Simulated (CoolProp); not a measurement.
R134a at 293.15 K and 0.0438 MPa flows at 0.14 m/s in a round tube of 1 mm bore and 1.5 µm roughness, fully developed (64/Re and Nu = 3.66 if laminar; Colebrook and Gnielinski if turbulent). Each further row changes one setting.

Values from CoolProp's reference Helmholtz-energy equation of state, Tillner-Roth 1994.

```
case               Reynolds number  Darcy friction factor  pressure drop (Pa/m)  heat-transfer coefficient (W/(m² K))  mass flow (kg/h)
-----------------  ---------------  ---------------------  --------------------  ------------------------------------  ----------------
as stated                     22.3                   2.88                  52.2                                  47.5          0.000733
velocity 0.28 m/s             44.5                   1.44                   ___                                  47.5           0.00147
diameter 2 mm                 44.5                   1.44                   ___                                   ___           0.00293
```

### Question
What belongs in the gaps?

### Answer

- velocity 0.28 m/s, pressure drop (Pa/m): 104
- diameter 2 mm, pressure drop (Pa/m): 13.0
- diameter 2 mm, heat-transfer coefficient (W/(m² K)): 23.7

Viscosity comes from a separate model (Huber 2003), an estimate that may be off by 10 % or more. Thermal conductivity comes from a separate model (McLinden 2000), an estimate that may be off by 10 % or more.
